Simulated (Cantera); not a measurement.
Charge: 1 mol Fe(CO)5, 0.038 mol CO, 6.3 mol N2, equilibrated at 1330 Pa.

Equilibrium computed with Cantera from the NASA thermochemical tables; the gas is ideal and each condensed phase is pure. Candidate condensed phases: C, Fe, Fe(CO)5, FeO, Fe2O3, Fe3O4; 27 gas species. Condensed phases not in the tables: cementite and carbon dissolved in iron. The numbers say what is thermodynamically allowed, not how fast it happens.

x: gas mole fraction; n: condensed amount in mol.

```csv
T (K),x N2,x CO,x CO2,x Fe,n C(graphite),n Fe(α),n Fe(γ)
1123,0.556,0.444,0.000159,2.34e-10,0.00180,1.00,0
1148,0.556,0.444,?,?,?,1.00,0
1173,0.556,0.444,7.34e-5,1.47e-9,0.000832,1.00,0
1198,0.556,0.444,5.12e-5,3.48e-9,0.000580,0,1.00
1223,0.556,0.444,3.62e-5,7.93e-9,0,0,1.00
1248,0.556,0.444,2.60e-5,1.75e-8,0,0,1.00
1273,0.556,0.444,1.89e-5,3.73e-8,0,0,1.00
1298,0.556,0.444,?,?,0,0,1.000
1323,0.556,0.444,1.04e-5,1.56e-7,0,0,1.000
1348,0.556,0.444,7.85e-6,3.06e-7,0,0,1.000
1373,0.556,0.444,5.98e-6,5.85e-7,0,0,1.000
1398,0.556,0.444,4.61e-6,1.09e-6,0,0,1.000
1423,0.556,0.444,3.59e-6,2.00e-6,0,0,1.000
```

Q: Fill in the missing entries.

A: 
- 1148, x CO2: 0.000107
- 1148, x Fe: 5.99e-10
- 1148, n C(graphite): 0.00121
- 1298, x CO2: 1.39e-5
- 1298, x Fe: 7.73e-8
